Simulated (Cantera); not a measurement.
**Catalytic combustion on Pt**

An isothermal plug-flow reactor at 700 K and 180000 Pa (inlet), inlet velocity 0.44 m/s, active area per volume 530 1/m; feed H2 : O2 : N2 = 0.025 : 0.065 : 0.79 (molar parts), equivalence ratio 0.19.

Cantera simulation using Deutschmann's 1995 Pt surface mechanism with GRI-Mech 3.0 gas chemistry; the numbers are that mechanism's predictions, not measurements. Catalytic surfaces can have several steady states; this one follows from the mechanism file's or the stated starting coverage. Mass transfer to the wall is taken as infinitely fast.

```json
[
 {"z (m)": "6.9e-05", "x H2": "0.00950", "x O2": "0.0650", "x H2O": "0.0192", "θ free Pt": "0.262", "θ O*": "0.720", "θ OH*": "0.0175"},
 {"z (m)": "0.00015", "x H2": "0.00517", "x O2": "0.0629", "x H2O": "0.0236", "θ free Pt": "0.147", "θ O*": "0.838", "θ OH*": "0.0148"},
 {"z (m)": "0.00032", "x H2": "0.00260", "x O2": "0.0617", "x H2O": "0.0262", "θ free Pt": "0.0759", "θ O*": "0.913", "θ OH*": "0.0114"},
 {"z (m)": "0.00069", "x H2": "0.00123", "x O2": "0.0611", "x H2O": "0.0276", "θ free Pt": "0.0371", "θ O*": "0.955", "θ OH*": "0.00826"},
 {"z (m)": "0.0015", "x H2": "0.000552", "x O2": "0.0608", "x H2O": "0.0283", "θ free Pt": "0.0187", "θ O*": "0.975", "θ OH*": "0.00596"},
 {"z (m)": "0.0032", "x H2": "0.000221", "x O2": "0.0606", "x H2O": "0.0286", "θ free Pt": "0.0110", "θ O*": "0.984", "θ OH*": "0.00462"},
 {"z (m)": "0.0069", "x H2": "5.90e-5", "x O2": "0.0605", "x H2O": "0.0288", "θ free Pt": "0.00813", "θ O*": "0.988", "θ OH*": "0.00398"}
]
```
x: gas mole fraction; θ: surface coverage.
